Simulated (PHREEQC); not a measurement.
Consider water at 25 °C with 0.27 mol/kgw HF, 3.5e-05 mol/kgw NaF, 1.2e-06 mol/kgw H4SiO4 and 9.4e-05 mol/kgw HCl. It is in equilibrium with CO2 at log p = 0 (atm). Otherwise closed; pH follows from the charge balance.

Model: ion-association model, phreeqc.dat, run in PHREEQC.

### Question
The ionic strength comes out as 0.0201 mol/kgw. What activity coefficients do Na+, SiF6-2, HF2-, H+, F- get?

### Answer
Na+ 0.87, SiF6-2 0.58, HF2- 0.87, H+ 0.89, F- 0.87.

No solid was allowed to form. SiF6-2 is the database's only silicon fluoride.
